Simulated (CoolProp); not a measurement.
The numbers come from the reference Helmholtz-energy equation of state, Marx 1992 in CoolProp.

Question: Give the vapour pressure (MPa), vapour density (kg/m³), enthalpy of vaporisation (kJ/kg), surface tension (mN/m) of saturated R113 at 113.35, 116.75, 133.75 °C.

Answer: 
```
T (°C)  p (MPa)  vapour density (kg/m³)  enthalpy of vaporisation (kJ/kg)  surface tension (mN/m)
------  -------  ----------------------  --------------------------------  ----------------------
113.35    0.591                    40.3                               120                    7.87
116.75    0.635                    43.3                               118                    7.54
133.75    0.899                    61.9                               110                    5.95
```

Surface tension comes from a separate correlation (Mulero 2012).
